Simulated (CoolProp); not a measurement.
R507A along the isotherm 106.15 °C: Z from the reference equation and from simpler models built on Tc = 70.6 °C, pc = 3.705 MPa, ω = 0.286; each cubic takes its own stable root.

The numbers come from the reference Helmholtz-energy equation of state, Lemmon 2003 in CoolProp. It is a pseudo-pure fit of the blend.

| p (MPa) | phase | reference |
|---|---|---|
| 0.0176 | gas | 0.9988 |
| 0.04 | gas | 0.9972 |
| 0.091 | gas | 0.9937 |
| 0.207 | gas | 0.9856 |
| 0.471 | gas | 0.9669 |
| 1.07 | gas | 0.9232 |
| 2.44 | gas | 0.8151 |
| 5.56 | supercritical | 0.5120 |

Task: How far does each simpler model (van der Waals, Redlich-Kwong, Soave-Redlich-Kwong, Peng-Robinson) lie from the reference over these 8 states: mean and median of the absolute difference, and the worst?

Result: 
- van der Waals: mean 1.7 %, median 0.2 %, worst -11.6 % at 106.15 °C and 5.56 MPa
- Redlich-Kwong: mean 0.5 %, median 0.0 %, worst -3.8 % at 106.15 °C and 5.56 MPa
- Soave-Redlich-Kwong: mean 1.4 %, median 0.1 %, worst +9.1 % at 106.15 °C and 5.56 MPa
- Peng-Robinson: mean 0.6 %, median 0.2 %, worst +3.0 % at 106.15 °C and 5.56 MPa
